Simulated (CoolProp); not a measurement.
The numbers come from the reference Helmholtz-energy equation of state, Gao 2022 in CoolProp.

Problem. Give the vapour pressure (MPa), liquid density (kg/m³), vapour density (kg/m³), enthalpy of vaporisation (kJ/kg) of saturated n-perfluorohexane at 342.9 K.

Solution. 
| T (K) | p (MPa) | liquid density (kg/m³) | vapour density (kg/m³) | enthalpy of vaporisation (kJ/kg) |
|---|---|---|---|---|
| 342.9 | 0.152 | 1540 | 19.7 | 80.8 |
